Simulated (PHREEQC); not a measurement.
# Acid mine or pickling water: speciation

A made-up water analysis in mg/kgw, 65 °C, pH 3.83, pe 13: Na 2120; K 50.1; Ca 353; Mg 198; Cl 283; S(6) as SO4 5710; B 4.56; Cu(2) 108; Mn(2) 37.7.

Valence states are taken as typed.

Computed with PHREEQC (ion-association model, wateq4f.dat).

Precipitation was switched off in this run.

Question: Estimate the ionic strength.

Answer: ionic strength 0.148 mol/kgw.

Question: In which forms is S present?

Answer: SO4-2 68 %, NaSO4- 11 %, MgSO4 9.6 %, CaSO4 7.6 %, CuSO4 1.4 %, HSO4- 1.1 % of the S.

Species that the database lacks are ignored. At this temperature some constants are extrapolated from 25 °C, and those without enthalpy data are left unchanged.
